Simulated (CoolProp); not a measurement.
The numbers come from the reference Helmholtz-energy equation of state, Lemmon 2006 in CoolProp. It is a short technical equation, of lower accuracy than the large ones.

For C3F8 (R218), give the phase and the cp (kJ/(kg K)), conductivity (mW/(m K)) at 440 K and 5.23 MPa.


- 440 K and 5.23 MPa: supercritical; cp 1.17, conductivity 30.9

Thermal conductivity comes from a separate model (Huber 2003), an estimate that may be off by 10 % or more.
